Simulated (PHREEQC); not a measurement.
Cooling-tower water: speciation

A made-up water analysis in mmol/kgw, 20 °C, pH 6.35, pe 10.3:

```
constituent           mmol/kgw
--------------------  --------
Na                        5.99
K                          8.3
Ca                        3.04
Mg                        4.14
Cl                        14.1
S(6)                      2.84
Alkalinity (meq/kgw)      9.31
Sr                       0.144
```

Cl is adjusted to close the charge balance.
Valence states are taken as typed.

The numbers come from PHREEQC with the ion-association model, wateq4f.dat.

This is a speciation only: nothing precipitates in the calculation.

### Question
Estimate the ionic strength.

### Answer
ionic strength 0.0355 mol/kgw.

### Question
In which forms is S present?

### Answer
SO4-2 73 %, MgSO4 14 %, CaSO4 9.5 %, KSO4- 1.9 %, NaSO4- 1.1 % of the S.

Complexes and solids missing from the database can't appear.
